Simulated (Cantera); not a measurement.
A perfectly stirred reactor is fed with 0.167 % CO, 0.512 % O2, 0.847 % H2O, 98.5 % N2, at 100000 Pa; it is held at 1350 K, and followed from long to short residence time.

Cantera simulation using GRI-Mech 3.0 (53 species, 325 reactions); the numbers are that mechanism's predictions, not measurements.

One state of this run: x CO = 4.07e-5; x O2 = 0.00430; x H2O = 0.00846; x H2O2 = 6.84e-9; x H = 1.18e-6; x OH = 2.77e-5; x CO2 = 0.00163. x: mole fraction; the columns are a selection and need not sum to one.

### Question
Which value of τ (s) does it belong to?
A) 0.53
B) 1.0
C) 0.0093
D) 0.0012

### Answer
A, 0.53
